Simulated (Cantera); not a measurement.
Mixture: 3.62 % C2H4, 14.1 % O2, 72.1 % N2, 10.1 % H2O, at 0.920 bar, adiabatic and at constant volume. Ignition delay is the time to a rise of 400 K.

Model: GRI-Mech 3.0 (53 species, 325 reactions), integrated in Cantera. GRI-Mech 3.0 was tuned for natural gas; its chemistry of ethylene as a main component is partial and can be far from experiment.

Problem. Predict: delay at 1000 K; delay at 1075 K; delay at 1150 K; delay at 1225 K; delay at 1300 K; delay at 1375 K; delay at 1450 K; apparent activation energy between 1300 and 1450 K.

Solution. 
```
Item                                                    Value
--------------------------------------------------  ---------
delay at 1000 K                                       0.144 s
delay at 1075 K                                       14.9 ms
delay at 1150 K                                       1.60 ms
delay at 1225 K                                      0.281 ms
delay at 1300 K                                      0.122 ms
delay at 1375 K                                       73.5 µs
delay at 1450 K                                       50.3 µs
apparent activation energy between 1300 and 1450 K  93 kJ/mol
```
